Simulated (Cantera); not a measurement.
## Catalytic combustion on Pt

An isothermal plug-flow reactor at 775 K and 150 Torr (inlet), inlet velocity 3.1 m/s, active area per volume 2900 1/m; feed CO : O2 : N2 : H2O = 0.02 : 0.025 : 0.79 : 0.023 (molar parts), equivalence ratio 0.40.

Detailed kinetics in Cantera: Deutschmann's 1995 Pt surface mechanism with GRI-Mech 3.0 gas chemistry. Catalytic surfaces can have several steady states; this one follows from the mechanism file's or the stated starting coverage. Mass transfer to the wall is taken as infinitely fast.

| z (m) | x CO | x O2 | x H2O | x CO2 | θ free Pt | θ O* | θ OH* | θ CO* |
|---|---|---|---|---|---|---|---|---|
| 0.00061 | 0.0113 | 0.0232 | 0.0270 | 0.0122 | 0.260 | 0.00515 | 0.000329 | 0.735 |
| 0.0012 | 0.000236 | 0.0178 | 0.0271 | 0.0233 | 0.102 | 0.895 | 0.00272 | 0.000118 |
| 0.0023 | 1.14e-5 | 0.0177 | 0.0271 | 0.0236 | 0.0940 | 0.903 | 0.00263 | 4.83e-6 |
| 0.0044 | 4.63e-8 | 0.0177 | 0.0271 | 0.0236 | 0.0937 | 0.904 | 0.00262 | 1.94e-8 |
| 0.0085 | <1e-12 | 0.0177 | 0.0271 | 0.0236 | 0.0937 | 0.904 | 0.00262 | <1e-12 |
| 0.016 | <1e-12 | 0.0177 | 0.0271 | 0.0236 | 0.0937 | 0.904 | 0.00262 | <1e-12 |
| 0.032 | <1e-12 | 0.0177 | 0.0271 | 0.0236 | 0.0937 | 0.904 | 0.00262 | <1e-12 |
| 0.061 | <1e-12 | 0.0177 | 0.0271 | 0.0236 | 0.0937 | 0.904 | 0.00262 | <1e-12 |
x: gas mole fraction; θ: surface coverage.
